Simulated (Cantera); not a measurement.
Charge: 1 mol SiH₂Cl₂, 6.2 mol H₂, held at 2300 K and 530 Pa.

Cantera equilibrium calculation (NASA polynomials, part measured and part estimated; ideal gas, pure solids and liquids). Candidate condensed phases: Si; 19 gas species. The tables' values for SiCl, SiCl₃ are old estimates; treat these amounts as uncertain. Gases not in the tables: Si₂H₆ and higher silanes. Equilibrium is a limit: real reactors are often held back by kinetics, nucleation or transport.

Base state: H₂ 0.632, HCl 0.141, H 0.106, Si 0.0719, SiCl₂ 0.0224, Cl 0.0169, SiCl 0.00781, SiH 0.00153 (mole fractions); condensed: gas only.

**Question.** What changes in the equilibrium state with this change: 1.7 mol Cl₂ added?

**Answer.** 
```csv
species,before,after
H₂,0.632,0.451
HCl,0.141,0.323
H,0.106,0.0892
Si,0.0719,0.0251
Cl,0.0169,0.0460
SiCl₂,0.0224,0.0579
Si₃,4.35e-5,1.85e-6
Si₂,0.000568,6.92e-5
SiCl₃,2.66e-5,0.000187
```
